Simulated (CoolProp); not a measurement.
Vapour-liquid equilibrium of m-xylene (1) + o-xylene (2) at 33.45 °C; x and y are mole fractions of (1).

Values from CoolProp's multi-fluid Helmholtz-energy mixture model, Zhou 2012 and Zhou 2012; pair parameters Bell 2016.

```json
[
 {"x": "0.05", "bubble pressure (kPa)": "1.465", "y at the bubble point": "0.060", "dew pressure at overall composition x (kPa)": "1.462", "liquid density (mol/L)": "8.176"},
 {"x": "0.125", "bubble pressure (kPa)": "1.489", "y at the bubble point": "0.149", "dew pressure at overall composition x (kPa)": "1.483", "liquid density (mol/L)": "8.165"},
 {"x": "0.2", "bubble pressure (kPa)": "1.515", "y at the bubble point": "0.236", "dew pressure at overall composition x (kPa)": "1.504", "liquid density (mol/L)": "8.153"},
 {"x": "0.275", "bubble pressure (kPa)": "1.541", "y at the bubble point": "0.320", "dew pressure at overall composition x (kPa)": "1.527", "liquid density (mol/L)": "8.142"},
 {"x": "0.35", "bubble pressure (kPa)": "1.568", "y at the bubble point": "0.402", "dew pressure at overall composition x (kPa)": "1.551", "liquid density (mol/L)": "8.130"},
 {"x": "0.425", "bubble pressure (kPa)": "1.595", "y at the bubble point": "0.480", "dew pressure at overall composition x (kPa)": "1.576", "liquid density (mol/L)": "8.118"},
 {"x": "0.5", "bubble pressure (kPa)": "1.622", "y at the bubble point": "0.556", "dew pressure at overall composition x (kPa)": "1.602", "liquid density (mol/L)": "8.107"},
 {"x": "0.575", "bubble pressure (kPa)": "1.650", "y at the bubble point": "0.628", "dew pressure at overall composition x (kPa)": "1.630", "liquid density (mol/L)": "8.095"},
 {"x": "0.65", "bubble pressure (kPa)": "1.676", "y at the bubble point": "0.698", "dew pressure at overall composition x (kPa)": "1.658", "liquid density (mol/L)": "8.084"},
 {"x": "0.725", "bubble pressure (kPa)": "1.702", "y at the bubble point": "0.766", "dew pressure at overall composition x (kPa)": "1.687", "liquid density (mol/L)": "8.072"},
 {"x": "0.8", "bubble pressure (kPa)": "1.728", "y at the bubble point": "0.832", "dew pressure at overall composition x (kPa)": "1.716", "liquid density (mol/L)": "8.061"},
 {"x": "0.875", "bubble pressure (kPa)": "1.753", "y at the bubble point": "0.896", "dew pressure at overall composition x (kPa)": "1.745", "liquid density (mol/L)": "8.049"},
 {"x": "0.95", "bubble pressure (kPa)": "1.777", "y at the bubble point": "0.959", "dew pressure at overall composition x (kPa)": "1.774", "liquid density (mol/L)": "8.038"}
]
```

No azeotrope shows between x = 0.05 and 0.95.

Pair parameters are fitted to limited data, so mixtures are less certain than the pure fluids.
